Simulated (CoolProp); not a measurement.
A Linde-Hampson liquefier for ethylene: isothermal reversible compression at 290 K from 1 atm to 15 MPa, throttling to 1 atm, return gas leaving the recuperator 10 K below the feed. Each further row changes one setting.

Model: reference Helmholtz-energy equation of state, Smukala 2000, in CoolProp.

```json
[
 {"case": "as stated", "liquid yield per pass": "?", "compression work (kJ/kg of gas)": "338"},
 {"case": "high pressure 30 MPa", "liquid yield per pass": "?", "compression work (kJ/kg of gas)": "373"},
 {"case": "warm-end temperature 320 K", "liquid yield per pass": "?", "compression work (kJ/kg of gas)": "?"},
 {"case": "warm-end gap 15 K", "liquid yield per pass": "?", "compression work (kJ/kg of gas)": "338"}
]
```

### Question
What belongs in the gaps?

### Answer

- as stated, liquid yield per pass: 0.490
- high pressure 30 MPa, liquid yield per pass: 0.497
- warm-end temperature 320 K, liquid yield per pass: 0.380
- warm-end temperature 320 K, compression work (kJ/kg of gas): 404
- warm-end gap 15 K, liquid yield per pass: 0.484
